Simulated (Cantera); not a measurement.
An adiabatic, constant-volume homogeneous reactor starts with CO : H₂ : CH₄ : O₂ : N₂ = 1 : 0.68 : 0.79 : 3.27 : 12.3 (molar parts), at 1725 K and 40000 Pa. Integrator tolerance rtol = 1e-08.

Model: GRI-Mech 3.0 (53 species, 325 reactions), integrated in Cantera.

| quantity | before | after |
|---|---|---|
| time of steepest temperature rise | 0.102 ms | 0.165 ms |
| temperature at 0.300 s | 2785 K | 2760 K |
| equilibrium temperature | 2785 K | 2760 K |
| x(CO) at 0.300 s | 0.0430 (gas-phase equilibrium 0.0430) | 0.0395 (gas-phase equilibrium 0.0395) |
| x(H₂) at 0.300 s | 0.0107 (gas-phase equilibrium 0.0107) | 0.00802 (gas-phase equilibrium 0.00802) |
| x(CH₄) at 0.300 s | <1e-12 (gas-phase equilibrium <1e-12) | <1e-12 (gas-phase equilibrium <1e-12) |
| x(HCN) at 0.300 s | 5.39e-10 (gas-phase equilibrium 5.39e-10) | 3.67e-10 (gas-phase equilibrium 3.67e-10) |
| x(CH₂) at 0.300 s | <1e-12 (gas-phase equilibrium <1e-12) | <1e-12 (gas-phase equilibrium <1e-12) |
| x(O₂) at 0.300 s | 0.0541 (gas-phase equilibrium 0.0541) | 0.0612 (gas-phase equilibrium 0.0612) |

Q: What was changed between the two runs?
A. H2 0.68 to 0.35 parts
B. CH4 0.79 to 0.41 parts
C. initial temperature 1725 to 1523 K
D. initial temperature 1725 to 1450 K

A: A, H2 0.68 to 0.35 parts
